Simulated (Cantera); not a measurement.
Source: NASA polynomial tables (part measured, part estimated), evaluated in Cantera. Values are per mole of reaction as written; species without (g) are pure solids or liquids, kept so even where they would boil at 1 bar.

Question: Between 500 and 1700 K, where is each reaction favourable under standard conditions?
- 6 NO(g) + 4 Fe → 2 Fe₂O₃ + 3 N₂(g)
- 5 C + 5 NO(g) + Fe → Fe(CO)₅(g) + 5 N(g)

Answer: 
- 6 NO(g) + 4 Fe → 2 Fe₂O₃ + 3 N₂(g): ΔG° is -1888 kJ at 500 K and -1198 kJ at 1700 K; it stays negative (K > 1). ΔH° is -2159 kJ and ΔS° -565 J/K at 1700 K.
- 5 C + 5 NO(g) + Fe → Fe(CO)₅(g) + 5 N(g): ΔG° is 1128 kJ at 500 K and 954 kJ at 1700 K; it stays positive (K < 1). ΔH° is 1212 kJ and ΔS° 152 J/K at 1700 K.
